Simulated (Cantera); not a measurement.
A closed system holds: 1 mol C, 1.9 mol NH3, 23 mol H2, held at 0.270 bar.

Cantera equilibrium calculation (NASA polynomials, part measured and part estimated; ideal gas, pure solids and liquids). Candidate condensed phases: C, C6H6, C7H8, C8H18; 110 gas species. Ions and electrons are included (thermal ionisation). Rates play no part.

Problem. At 5000 K, list the 7 most abundant gas species with their mole fractions, and the condensed phases.

Solution. H 0.954, C 0.0177, N2 0.0136, N 0.00745, H2 0.00594, CN 0.000780, C2 5.65e-5. Condensed: gas only.
